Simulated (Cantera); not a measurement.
# Thermodynamics of hydrogen reduction and annealing atmospheres, feed PbO + H2 + H2O

Feed: 1 mol PbO, 15 mol H2, 0.1 mol H2O, held at 1.00 bar.

These are equilibrium values from Cantera (NASA tables, ideal gas, pure condensed phases), not measurements of a reactor. Candidate condensed phases: H2O, Pb, PbO, PbO2, Pb3O4; 12 gas species. Rates play no part.

From 1323 K to 1573 K the condensed part is Pb(l). From 1623 K to 1823 K nothing is condensed. The main Pb-bearing gas is Pb throughout.

| T (K) | x H2 | x H2O | x Pb | x H | x Pb2 | x PbO | x OH | n Pb(l) |
|---|---|---|---|---|---|---|---|---|
| 1323 | 0.924 | 0.0726 | 0.00352 | 1.52e-6 | 4.07e-7 | 2.81e-8 | 1.73e-9 | 0.947 |
| 1373 | 0.921 | 0.0724 | 0.00641 | 3.20e-6 | 1.11e-6 | 7.71e-8 | 4.48e-9 | 0.902 |
| 1423 | 0.917 | 0.0720 | 0.0112 | 6.36e-6 | 2.80e-6 | 1.97e-7 | 1.08e-8 | 0.829 |
| 1473 | 0.910 | 0.0715 | 0.0188 | 1.21e-5 | 6.62e-6 | 4.72e-7 | 2.47e-8 | 0.710 |
| 1523 | 0.899 | 0.0706 | 0.0306 | 2.19e-5 | 1.48e-5 | 1.07e-6 | 5.31e-8 | 0.524 |
| 1573 | 0.883 | 0.0693 | 0.0480 | 3.82e-5 | 3.13e-5 | 2.29e-6 | 1.08e-7 | 0.237 |
| 1623 | 0.870 | 0.0683 | 0.0620 | 6.45e-5 | 4.51e-5 | 3.95e-6 | 2.12e-7 | 0 |
| 1673 | 0.870 | 0.0683 | 0.0620 | 0.000106 | 3.93e-5 | 5.20e-6 | 4.01e-7 | 0 |
| 1723 | 0.869 | 0.0683 | 0.0620 | 0.000170 | 3.45e-5 | 6.73e-6 | 7.32e-7 | 0 |
| 1773 | 0.869 | 0.0683 | 0.0620 | 0.000265 | 3.05e-5 | 8.58e-6 | 1.29e-6 | 0 |
| 1823 | 0.869 | 0.0683 | 0.0620 | 0.000404 | 2.72e-5 | 1.08e-5 | 2.21e-6 | 0 |
x: gas mole fraction; n: condensed amount in mol.
